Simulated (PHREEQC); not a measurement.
0.96 g of hydrous ferric oxide (600 m²/g; 0.2 weak and 0.005 strong sites per Fe, Dzombak-Morel constants, diffuse double layer) in 1 kg of water with 0.3 mol/kgw of an inert sodium salt and 0.007 mmol/kgw Na2SeO4, at 25 °C; the pH is set by adding NaOH or the inert anion's acid. O2 is buffered at 0.21 atm. CO2 from the air is kept out. No solid was allowed to form.

The series has 13 steps of pH, from 4 to 10.

All values are PHREEQC results (ion-association model, wateq4f.dat), not measurements.

### Question
Near which pH is half of the Se sorbed, and on which side is more sorbed?

### Answer
Near pH 6.2, with more sorbed at lower pH.

Species that the database lacks are ignored.
